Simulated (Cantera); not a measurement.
A freely propagating, adiabatic, planar premixed flame of H2 : O2 : N2 = 1 : 0.532 : 1.49 (molar parts), equivalence ratio 0.94, unburnt at 675 K and 3.80 bar; mixture-averaged transport, grid criteria slope 0.08 and curve 0.16, no radiation.

Cantera simulation using the H2/O2 subset of GRI-Mech 3.0, which has no nitrogen chemistry; the numbers are that mechanism's predictions, not measurements. The hydrogen kinetics of GRI-Mech 3.0 are dated; newer H2 mechanisms differ, most at raised pressure. Burning velocities carry a grid error of a few per cent, more on coarse grids.

x: mole fraction of selected species; z is measured from the peak of heat release.

```csv
z (mm),T (K),u (m/s),x H2,x O2,x H2O2,x OH,x H,x O
-0.239,675,11.5,0.331,0.176,<1e-8,<1e-8,<1e-8,<1e-8
-0.159,675,11.5,0.331,0.176,<1e-8,<1e-8,<1e-8,<1e-8
-0.120,675,11.5,0.331,0.176,<1e-8,<1e-8,<1e-8,<1e-8
-0.0797,675,11.5,0.331,0.176,<1e-8,<1e-8,2.25e-8,<1e-8
-0.0398,695,11.8,0.324,0.177,___,5.08e-5,0.000129,1.04e-5
-0.0199,938,15.4,0.283,0.172,___,0.00140,0.00551,0.000563
0,1437,22.7,0.174,0.128,___,0.00658,0.0324,0.00673
0.0199,1800,28.0,0.0840,0.0669,___,0.0172,0.0509,0.0144
0.0398,1986,30.6,0.0586,0.0446,___,0.0237,0.0481,0.0163
0.0797,2183,33.3,0.0506,0.0355,___,0.0278,0.0364,0.0143
0.159,2375,35.7,0.0450,0.0306,___,0.0289,0.0243,0.0106
0.319,2547,37.8,0.0374,0.0262,1.03e-6,0.0276,0.0148,0.00721
0.638,2678,39.3,0.0297,0.0226,1.02e-6,0.0250,0.00885,0.00478
```

Question: Fill in the missing entries.

Answer: 
- -0.0398, x H2O2: 5.14e-6
- -0.0199, x H2O2: 4.25e-5
- 0, x H2O2: 1.53e-5
- 0.0199, x H2O2: 4.45e-6
- 0.0398, x H2O2: 2.74e-6
- 0.0797, x H2O2: 1.72e-6
- 0.159, x H2O2: 1.24e-6
